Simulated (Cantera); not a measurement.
A Cantera script and its output.

```python
import numpy as np
import cantera as ct

gas = ct.Solution("gri30.yaml")
gas.TPX = 725, 630000, {'CH4': 1, 'O2': 2.41, 'N2': 21.7}
inlet = ct.Reservoir(gas, clone=True)
gas.equilibrate("HP")  # start burning
reactor = ct.IdealGasConstPressureReactor(gas, energy="on", clone=False)
exhaust = ct.Reservoir(gas, clone=True)
tau = [0.34, 0.087, 0.022, 0.0056, 0.0014, 0.00036, 9.2e-05, 2.3e-05, 5.9e-06][0]
for a, b in ((inlet, reactor), (reactor, exhaust)):
    ct.MassFlowController(a, b, mdot=lambda t: reactor.mass / tau)
net = ct.ReactorNet([reactor])
show = ['CH4', 'O2', 'CH3', 'CO', 'HCN', 'N2O']

rows = []
print(f"{'tau/s':>10s}{'T/K':>9s}" + "".join(f"{s:>11s}" for s in show))
for tau in [0.34, 0.087, 0.022, 0.0056, 0.0014, 0.00036, 9.2e-05, 2.3e-05, 5.9e-06]:
    net.initial_time = 0.0
    net.advance(30 * tau)
    before = gas.X
    net.advance(40 * tau)
    drift = np.max(np.abs(gas.X - before) / (gas.X + 1e-9))
    rows.append([gas.T, *gas[show].X, drift])
    print(f"{tau:10.3e}{gas.T:9.1f}" + "".join(f"{x:11.3e}" for x in gas[show].X))
```

Result:

```
     tau/s      T/K        CH4         O2        CH3         CO        HCN        N2O
 3.400e-01   1630.6  4.400e-06  1.634e-02  7.803e-07  6.618e-05  4.870e-09  4.081e-07
 8.700e-02   1629.1  1.109e-05  1.640e-02  2.025e-06  1.718e-04  1.174e-08  7.598e-07
 2.200e-02   1625.6  2.847e-05  1.659e-02  5.081e-06  4.539e-04  2.936e-08  1.190e-06
 5.600e-03   1616.8  7.616e-05  1.711e-02  1.245e-05  1.213e-03  7.265e-08  1.325e-06
 1.400e-03   1590.8  2.469e-04  1.883e-02  3.344e-05  3.546e-03  1.847e-07  1.042e-06
 3.600e-04    725.0  3.982e-02  9.598e-02  1.164e-13 -4.845e-17 -2.321e-21 -1.030e-20
 9.200e-05    725.0  3.982e-02  9.598e-02  2.973e-14  2.904e-22  1.373e-26  1.384e-24
 2.300e-05    725.0  3.982e-02  9.598e-02  7.467e-15  5.279e-25  2.195e-29  1.115e-25
 5.900e-06    725.0  3.982e-02  9.598e-02  2.232e-15  3.215e-26  1.285e-30  2.022e-26
```

Cantera simulation using GRI-Mech 3.0 (53 species, 325 reactions); the numbers are that mechanism's predictions, not measurements.
